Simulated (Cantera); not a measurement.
Cantera run, input and output.

```python
import numpy as np
import cantera as ct

gas = ct.Solution("gri30.yaml", transport_model="multicomponent")
show = ['CO2', 'H2O', 'CH4']

rows = []
print(f"{'T/K':>7s}{'rho':>11s}{'cp':>10s}{'mu':>11s}{'lambda':>11s}{'Pr':>7s}" + "".join(f"{'D_' + s:>11s}" for s in show))
for T in [400, 550, 700, 850, 1000, 1150, 1300, 1450, 1600]:
    gas.TPX = T, 100000, {'N2': 0.3}
    Pr = gas.cp_mass * gas.viscosity / gas.thermal_conductivity
    D = [gas.mix_diff_coeffs_mole[gas.species_index(s)] for s in show]
    rows.append([gas.density, gas.cp_mass, gas.viscosity, gas.thermal_conductivity, Pr, *D])
    print(f"{T:7g}{gas.density:11.4e}{gas.cp_mass:10.1f}{gas.viscosity:11.4e}"
          f"{gas.thermal_conductivity:11.4e}{Pr:7.3f}" + "".join(f"{d:11.4e}" for d in D))
print("SI units: kg/m3, J/kg/K, Pa s, W/m/K, m2/s")
```

Output:

```
    T/K        rho        cp         mu     lambda     Pr      D_CO2      D_H2O      D_CH4
    400 8.4233e-01    1046.6 2.2340e-05 3.2949e-02  0.710 2.6996e-05 4.0134e-05 3.7826e-05
    550 6.1260e-01    1065.3 2.7888e-05 4.2026e-02  0.707 4.7384e-05 7.2761e-05 6.5610e-05
    700 4.8133e-01    1095.3 3.2807e-05 5.0908e-02  0.706 7.1893e-05 1.1262e-04 9.8896e-05
    850 3.9639e-01    1133.9 3.7305e-05 5.9941e-02  0.706 1.0014e-04 1.5892e-04 1.3720e-04
   1000 3.3693e-01    1169.5 4.1498e-05 6.8763e-02  0.706 1.3184e-04 2.1111e-04 1.8017e-04
   1150 2.9298e-01    1195.4 4.5455e-05 7.7002e-02  0.706 1.6681e-04 2.6878e-04 2.2756e-04
   1300 2.5918e-01    1217.7 4.9222e-05 8.4947e-02  0.706 2.0486e-04 3.3161e-04 2.7914e-04
   1450 2.3237e-01    1236.7 5.2832e-05 9.2610e-02  0.706 2.4588e-04 3.9935e-04 3.3474e-04
   1600 2.1058e-01    1252.9 5.6307e-05 1.0000e-01  0.705 2.8974e-04 4.7179e-04 3.9421e-04
SI units: kg/m3, J/kg/K, Pa s, W/m/K, m2/s
```

Cantera simulation using GRI-Mech 3.0 (53 species, 325 reactions); the numbers are that mechanism's predictions, not measurements.
